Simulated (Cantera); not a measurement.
A Cantera script and what it prints.

```python
import numpy as np
import cantera as ct

gas_names = """
    NH3 VO2 OH NO2 O
""".split()
cond_names = """
    V2O3(s) V2O3(L) VN(s)
""".split()


# ... load() reads the species with a 1 bar reference pressure and builds the phases ...
species = {s.name: s for s in load("nasa_gas.yaml", gas_names) + load("nasa_condensed.yaml", cond_names)}
# Each term lists the table entries of one substance; the one whose range holds T is used.
reactions = {
    'NH3(g) + 10 VO2(g) = 3 OH(g) + 5 V2O3 + NO2(g)':
        [(-1, ['NH3']), (-10, ['VO2']), (3, ['OH']), (5, ['V2O3(s)', 'V2O3(L)']), (1, ['NO2'])],
    'VN + 4 O(g) = VO2(g) + NO2(g)':
        [(-1, ['VN(s)']), (-4, ['O']), (1, ['VO2']), (1, ['NO2'])],
}


def pick(names, T):
    return next(species[n] for n in names if species[n].thermo.min_temp <= T <= species[n].thermo.max_temp)


results = []
for label, terms in reactions.items():
    print(label)
    print("     T/K   dH/kJ  dS/(J/K)   dG/kJ   log10 K")
    for T in [1973, 1998, 2023, 2048, 2073, 2098, 2123, 2148, 2173, 2198]:
        used = [(nu, pick(names, T)) for nu, names in terms]
        dH = sum(nu * s.thermo.h(T) for nu, s in used) / 1e6
        dS = sum(nu * s.thermo.s(T) for nu, s in used) / 1e3
        dG = dH - T * dS / 1e3
        logK = -dG * 1e6 / (ct.gas_constant * T * np.log(10))
        results.append((label, T, dH, dS, dG, logK, [s.name for _, s in used]))
        print(f"{T:8g} {dH:8.1f} {dS:8.1f} {dG:8.1f} {logK:8.2f}")
```

Result:

```
NH3(g) + 10 VO2(g) = 3 OH(g) + 5 V2O3 + NO2(g)
     T/K   dH/kJ  dS/(J/K)   dG/kJ   log10 K
    1973  -3148.2  -1129.3   -920.1    24.36
    1998  -3139.2  -1124.7   -891.9    23.32
    2023  -3130.1  -1120.2   -863.9    22.31
    2048  -3120.9  -1115.7   -835.9    21.32
    2073  -3111.6  -1111.2   -808.1    20.36
    2098  -3102.2  -1106.7   -780.4    19.43
    2123  -3092.7  -1102.2   -752.8    18.52
    2148  -3083.1  -1097.7   -725.3    17.64
    2173  -3073.4  -1093.2   -697.9    16.78
    2198  -3063.6  -1088.7   -670.6    15.94
VN + 4 O(g) = VO2(g) + NO2(g)
     T/K   dH/kJ  dS/(J/K)   dG/kJ   log10 K
    1973  -1030.8   -239.6   -558.0    14.77
    1998  -1031.5   -240.0   -552.0    14.43
    2023  -1032.3   -240.4   -546.0    14.10
    2048  -1033.1   -240.8   -539.9    13.77
    2073  -1033.9   -241.2   -533.9    13.45
    2098  -1034.7   -241.6   -527.9    13.14
    2123  -1035.5   -242.0   -521.8    12.84
    2148  -1036.3   -242.3   -515.8    12.54
    2173  -1037.1   -242.7   -509.7    12.25
    2198  -1037.9   -243.1   -503.6    11.97
```

Cantera with NASA thermochemical tables; ideal gases at 1 bar, condensed phases pure. VN: taken at fixed stoichiometry. Condensed species are held in their standard states even where they would react or evaporate.
